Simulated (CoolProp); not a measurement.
Vapour-liquid equilibrium of n-hexane (1) + hexamethyldisiloxane (MM) (2) at 0.398 kPa; x and y are mole fractions of (1).

The numbers come from the multi-fluid Helmholtz-energy mixture model, Thol 2019 and Thol 2016; pair parameters Bell 2016 in CoolProp.

Q: Give the bubble temperature and the first vapour's composition at x = 0.05, 0.2, 0.95. Is there an azeotrope?

A: x = 0.05: 252.9 K, y = 0.206; x = 0.2: 247.5 K, y = 0.558; x = 0.95: 232.1 K, y = 0.995. No azeotrope shows between x = 0.05 and 0.95.

The pair parameters rest on a limited set of measurements; away from them the model extrapolates.
